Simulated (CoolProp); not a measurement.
Vapour-liquid equilibrium of CHF3 (R23) (1) + CH2F2 (R32) (2) at 259.1 K; x and y are mole fractions of (1).

The numbers come from the multi-fluid Helmholtz-energy mixture model, Penoncello 2003 and Tillner-Roth 1997; pair parameters Bell 2016 in CoolProp.

Problem. Give the bubble pressure and the first vapour's composition at x = 0.15, 0.35, 0.65. Is there an azeotrope?

Solution. x = 0.15: 6.704 bar, y = 0.333; x = 0.35: 8.951 bar, y = 0.594; x = 0.65: 12.40 bar, y = 0.824. No azeotrope shows between x = 0.05 and 0.95.

Pair parameters are fitted to limited data, so mixtures are less certain than the pure fluids.
